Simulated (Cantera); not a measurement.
Input: 1 mol FeS2, 0.14 mol SO2, 0.88 mol CO2, equilibrated at 1500 °C and 7.10 bar.

These are equilibrium values from Cantera (NASA tables, ideal gas, pure condensed phases), not measurements of a reactor. Candidate condensed phases: C, Fe, Fe(CO)5, FeO, FeS, FeSO4, FeS2, Fe2O3, Fe2(SO4)3, Fe3O4, S; 25 gas species. FeS: taken at fixed stoichiometry. Kinetics and transport are ignored.

Base state: CO2 0.382, S2 0.257, SO2 0.167, CO 0.166, S2O 0.0115, COS 0.00928, SO 0.00685, S 0.000113 (mole fractions); condensed: FeS(l).

What changes in the equilibrium state with this change: temperature from 1500 °C to 1427 °C?


```json
[
 {"species": "CO2", "before": "0.382", "after": "0.411"},
 {"species": "S2", "before": "0.257", "after": "0.266"},
 {"species": "SO2", "before": "0.167", "after": "0.156"},
 {"species": "CO", "before": "0.166", "after": "0.140"},
 {"species": "COS", "before": "0.00928", "after": "0.0102"},
 {"species": "S2O", "before": "0.0115", "after": "0.0115"},
 {"species": "S", "before": "0.000113", "after": "6.12e-5"},
 {"species": "SO", "before": "0.00685", "after": "0.00469"},
 {"species": "FeS(l), mol", "before": "1.00", "after": "1.00"}
]
```
